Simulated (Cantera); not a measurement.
Cantera with NASA thermochemical tables; ideal gases at 1 bar, condensed phases pure. Values are per mole of reaction as written; species without (g) are pure solids or liquids, kept so even where they would boil at 1 bar.

7 NO2(g) + Cr2N → 8 NO(g) + 2 CrO3(g), with ΔH° = 30.6 kJ and ΔS° = 472.4 J/K at 300 K.

Task: How far is the shortcut ΔG° ≈ ΔH°(300 K) − T·ΔS°(300 K) from the full temperature-dependent value at 425, 525, 625, 725, 825 K?

Result: 
```tsv
T (K)	shortcut (kJ)	full (kJ)	difference (kJ)	difference in log10 K
425	-170.2	-170.6	0.4	-0.05
525	-217.4	-218.5	1.1	-0.11
625	-264.6	-266.3	1.6	-0.14
725	-311.9	-313.9	2.0	-0.15
825	-359.1	-361.3	2.2	-0.14
```
The shortcut ignores the heat-capacity change of the reaction.
